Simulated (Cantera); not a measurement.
Input (Python, Cantera) and output of one run.

```python
import numpy as np
import cantera as ct

gas_names = """
    H HO2 H2 H2O H2O2 O OH O2 O3 Pb PbO Pb2
""".split()
cond_names = """
    H2O(s) H2O(L) Pb(cr) Pb(L) PbO(rd) PbO(yw) PbO(L) PbO2(s) Pb3O4(s)
""".split()


# ... load() reads the species with a 1 bar reference pressure and builds the phases ...
atoms = {
    'PbO': {'Pb': 1, 'O': 1},
    'H2': {'H': 2},
}
top_T = {'Pb3O4(s)': 820}  # K; cautious upper limits of use, not melting points


# ... equilibrate(T, P, feed) seeds the gas with the atoms and calls Mixture.equilibrate('TP', solver="vcs", rtol=1e-11, max_steps=5000) ...
results = []
T = 1350  # K
P = 4500  # Pa
for m in [0.77, 1.3, 2.3, 4, 7, 12, 21]:
    feed = {'PbO': 1, 'H2': m}  # mol
    mix = equilibrate(T, P, feed)
    results.append((T, P, feed, dict(zip(mix.species_names, mix.species_moles))))

top = {s: max(r[3][s] / sum(r[3][g] for g in gas_names) for r in results) for s in gas_names}
cols = sorted((s for s in top if top[s] > 1e-06), key=lambda s: -top[s])[:7]
seen = [c for c in cond_names if any(r[3].get(c, 0) > 1e-12 for r in results)]
print("log10 of partial pressures in bar; condensed amounts in mol")
print(f"{'n(H2)':>10s}" + "".join(f"{s[:9]:>10s}" for s in cols + seen))
for T, P, feed, n in results:
    ng = sum(n[g] for g in gas_names)
    print(f"{feed['H2']:10.4g}" + "".join(f"{np.log10(max(n[s] / ng * P / 1e5, 1e-99)):10.3f}" for s in cols)
          + "".join(f"{n.get(c, 0):10.4g}" for c in seen))
```

It prints:

```
log10 of partial pressures in bar; condensed amounts in mol
     n(H2)        H2       H2O        Pb       PbO       Pb2         H        OH     Pb(L)    PbO(L)
      0.77    -4.630    -1.408    -2.310    -2.984    -6.152    -7.938    -6.506    0.6731      0.21
       1.3    -2.034    -1.511    -2.310    -5.683    -6.152    -6.640    -7.906    0.8413         0
       2.3    -1.645    -1.759    -2.310    -6.320    -6.152    -6.445    -8.349    0.7193         0
         4    -1.522    -1.999    -2.310    -6.683    -6.152    -6.384    -8.650    0.5119         0
         7    -1.464    -2.242    -2.310    -6.984    -6.152    -6.355    -8.922    0.1458         0
        12    -1.419    -2.461    -2.461    -7.398    -6.453    -6.333    -9.163         0         0
        21    -1.388    -2.689    -2.689    -7.886    -6.910    -6.317    -9.407         0         0
```

These are equilibrium values from Cantera (NASA tables, ideal gas, pure condensed phases), not measurements of a reactor. Each liquid is taken as pure. Mutual solubility and eutectic melting of coexisting phases are not modelled. Gases not in the tables: (PbO)n polymers.
